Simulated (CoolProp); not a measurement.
A simple Rankine cycle with n-perfluorobutane: condensing at 327.15 K, boiler at 1.79 MPa, turbine inlet 388.7 K, turbine efficiency 0.75, pump efficiency 0.7, no recuperator. Each further row changes one setting.

Model: reference Helmholtz-energy equation of state, Gao 2022, in CoolProp.

```json
[
 {"case": "as stated", "thermal efficiency (%)": "5.8", "net work (kJ/kg)": "7.10", "heat in (kJ/kg)": "121", "turbine exit temperature (K)": "367.2", "volume ratio over the turbine": "3.64"},
 {"case": "turbine inlet 408.7 K", "thermal efficiency (%)": "5.6", "net work (kJ/kg)": "8.08", "heat in (kJ/kg)": "144", "turbine exit temperature (K)": "389.2", "volume ratio over the turbine": "3.35"},
 {"case": "condensing temperature 319.15 K", "thermal efficiency (%)": "6.7", "net work (kJ/kg)": "8.83", "heat in (kJ/kg)": "131", "turbine exit temperature (K)": "364.1", "volume ratio over the turbine": "4.57"},
 {"case": "boiler pressure 1.25 MPa", "thermal efficiency (%)": "4.1", "net work (kJ/kg)": "5.34", "heat in (kJ/kg)": "129", "turbine exit temperature (K)": "376.7", "volume ratio over the turbine": "2.21"},
 {"case": "turbine efficiency 0.65", "thermal efficiency (%)": "4.9", "net work (kJ/kg)": "5.99", "heat in (kJ/kg)": "121", "turbine exit temperature (K)": "368.3", "volume ratio over the turbine": "3.65"}
]
```
